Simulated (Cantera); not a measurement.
**Low-pressure radical oxidation in H2/O2**

An isothermal, constant-pressure homogeneous reactor starts with H2 : O2 = 0.014 : 1 (molar parts), equivalence ratio 0.0070, at 1125 K and 15.8 Torr.

Cantera simulation using GRI-Mech 3.0 (53 species, 325 reactions); the numbers are that mechanism's predictions, not measurements. Radical loss at walls, strong at low pressure, is not modelled.

```tsv
t (s)	x H2	x O2	x OH	x O	x HO2	x H2O	x H
3.00e-6	0.0138	0.986	<1e-12	<1e-12	1.30e-11	<1e-12	1.25e-11
9.16e-6	0.0138	0.986	4.29e-12	4.34e-12	3.97e-11	<1e-12	3.54e-11
2.80e-5	0.0138	0.986	3.37e-11	3.48e-11	1.21e-10	1.96e-12	8.81e-11
8.54e-5	0.0138	0.986	2.09e-10	2.30e-10	3.71e-10	4.02e-11	1.78e-10
0.000261	0.0138	0.986	1.05e-9	1.36e-9	1.14e-9	6.51e-10	4.08e-10
0.000795	0.0138	0.986	9.16e-9	1.40e-8	3.57e-9	1.33e-8	2.59e-9
0.00243	0.0138	0.986	1.61e-6	2.56e-6	3.44e-8	3.01e-6	4.36e-7
0.00741	0.000475	0.976	0.00130	0.00936	3.41e-6	0.0121	0.00126
0.0226	5.82e-5	0.979	0.000674	0.00701	2.19e-6	0.0132	0.000480
0.0691	2.40e-5	0.983	0.000433	0.00287	1.47e-6	0.0136	0.000126
0.211	5.22e-6	0.985	0.000204	0.000633	6.65e-7	0.0138	1.30e-5
0.644	7.70e-7	0.986	7.98e-5	9.59e-5	1.98e-7	0.0139	7.72e-7
1.97	1.11e-7	0.986	3.08e-5	1.42e-5	4.53e-8	0.0139	4.41e-8
6.00	1.93e-8	0.986	1.30e-5	2.53e-6	1.02e-8	0.0139	3.32e-9
```
x: mole fraction; the columns are a selection and need not sum to one.

Equilibrium at this temperature and pressure: H2 2.34e-10, O2 0.986, OH 1.46e-6, O 3.18e-8, HO2 2.49e-9, H2O 0.0139, H 4.73e-12 (gas phase only).
